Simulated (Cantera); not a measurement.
An isothermal, constant-pressure homogeneous reactor starts with CH₄ : H₂O = 1 : 0.43 (molar parts), at 1700 K and 0.987 atm. Integrator tolerance rtol = 1e-08.

Detailed kinetics in Cantera: GRI-Mech 3.0 (53 species, 325 reactions). GRI-Mech 3.0 stops at C3 and has no aromatics, soot or wall deposition, so with more carbon than oxygen in the feed, carbon stays in small species such as C2H2 where larger ones or solid carbon would form.

```json
[
 {"quantity": "x(CH₄) at 10.0 s", "before": "0.0235 (gas-phase equilibrium 0.0235)", "after": "0.172 (gas-phase equilibrium 0.140)"},
 {"quantity": "x(H₂O) at 10.0 s", "before": "2.02e-5 (gas-phase equilibrium 1.33e-6)", "after": "0.158 (gas-phase equilibrium 2.62e-6)"},
 {"quantity": "x(CO₂) at 10.0 s", "before": "1.26e-6 (gas-phase equilibrium 8.24e-8)", "after": "0.00467 (gas-phase equilibrium 2.97e-7)"},
 {"quantity": "x(CO) at 10.0 s", "before": "0.154 (gas-phase equilibrium 0.154)", "after": "0.0372 (gas-phase equilibrium 0.173)"},
 {"quantity": "x(OH) at 10.0 s", "before": "1.80e-10 (gas-phase equilibrium 1.19e-11)", "after": "5.09e-8 (gas-phase equilibrium <1e-12)"},
 {"quantity": "x(C₂H) at 10.0 s", "before": "8.46e-8 (gas-phase equilibrium 8.46e-8)", "after": "1.95e-9 (gas-phase equilibrium 5.53e-10)"},
 {"quantity": "x(HCO) at 10.0 s", "before": "1.56e-8 (gas-phase equilibrium 1.56e-8)", "after": "5.11e-10 (gas-phase equilibrium 2.62e-9)"}
]
```

Question: What was changed between the two runs?
A. pressure from 0.987 atm to 0.158 atm
B. temperature 1700 to 1550 K
C. temperature 1700 to 1450 K
D. pressure from 0.987 atm to 0.132 atm

Answer: C, temperature 1700 to 1450 K
